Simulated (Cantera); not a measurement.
Mixture: H2 : O2 : N2 = 1 : 0.25 : 1.6 (molar parts), at 0.987 atm, adiabatic and at constant volume. Ignition delay is the time to a rise of 400 K.

Detailed kinetics in Cantera: the H2/O2 subset of GRI-Mech 3.0, which has no nitrogen chemistry. Where the delays flatten at high temperature, the 400 K rule measures the pace of heat release, not the induction time.

Q: Predict: delay at 1073 K; delay at 1173 K; delay at 1273 K; delay at 1373 K; delay at 1473 K.

A: 
```
Item               Result
---------------  --------
delay at 1073 K  0.166 ms
delay at 1173 K   78.4 µs
delay at 1273 K   47.2 µs
delay at 1373 K   32.7 µs
delay at 1473 K   25.5 µs
```
